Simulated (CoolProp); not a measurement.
Vapour-liquid equilibrium of ethylbenzene (1) + n-nonane (2) at 129.85 °C; x and y are mole fractions of (1).

Computed with CoolProp (multi-fluid Helmholtz-energy mixture model, Zhou 2012 and Lemmon 2006; pair parameters Bell 2016).

Question: Give the bubble pressure and the first vapour's composition at x = 0.35, 0.575, 0.875. Is there an azeotrope?

Answer: x = 0.35: 0.07017 MPa, y = 0.466; x = 0.575: 0.07704 MPa, y = 0.666; x = 0.875: 0.08350 MPa, y = 0.897. No azeotrope shows between x = 0.05 and 0.95.

The pair parameters rest on a limited set of measurements; away from them the model extrapolates.
